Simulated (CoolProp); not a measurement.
Values from CoolProp's reference Helmholtz-energy equation of state, Schmidt 1985.

Problem. For oxygen, give the phase and the cp (kJ/(kg K)), isothermal compressibility (1/MPa), conductivity (mW/(m K)), fugacity coefficient at 112 K and 12.6 MPa.

Solution. 
- 112 K and 12.6 MPa: liquid; cp 1.69, isothermal compressibility 0.00278, conductivity 131, fugacity coefficient 0.0656

Thermal conductivity comes from a separate model (Lemmon 2004).
